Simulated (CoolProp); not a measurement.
Vapour-liquid equilibrium of R134a (1) + methanol (2) at 0.378 bar; x and y are mole fractions of (1).

Values from CoolProp's multi-fluid Helmholtz-energy mixture model, Tillner-Roth 1994 and de Reuck 1993; pair parameters Bell 2016.

| x | bubble temperature (°C) | y at the bubble point | dew temperature at overall composition x (°C) | liquid density (mol/L) |
|---|---|---|---|---|
| 0.05 | -13.9 | 0.958 | 40.2 | … |
| 0.15 | -31.5 | 0.990 | 37.9 | 23.62 |
| 0.25 | -35.7 | 0.993 | 35.3 | … |
| 0.35 | -37.4 | 0.994 | 32.4 | 20.82 |
| 0.45 | -38.4 | 0.995 | 29.0 | 19.54 |
| 0.55 | … | 0.995 | … | 18.36 |
| 0.65 | -40.4 | 0.996 | 20.4 | 17.27 |
| 0.75 | -41.6 | 0.997 | 14.3 | 16.26 |
| 0.85 | -43.1 | 0.998 | 5.6 | 15.33 |
| 0.95 | -44.7 | 0.999 | -11.3 | 14.46 |

Problem. What belongs in the gaps?

Solution. 
- 0.05, liquid density (mol/L): 24.78
- 0.25, liquid density (mol/L): 22.19
- 0.55, bubble temperature (°C): -39.3
- 0.55, dew temperature at overall composition x (°C): 25.1

No azeotrope shows between x = 0.05 and 0.95.

Pair parameters are fitted to limited data, so mixtures are less certain than the pure fluids. With so large a gap from Raoult's law the liquid may split in two, which this calculation doesn't test in full.
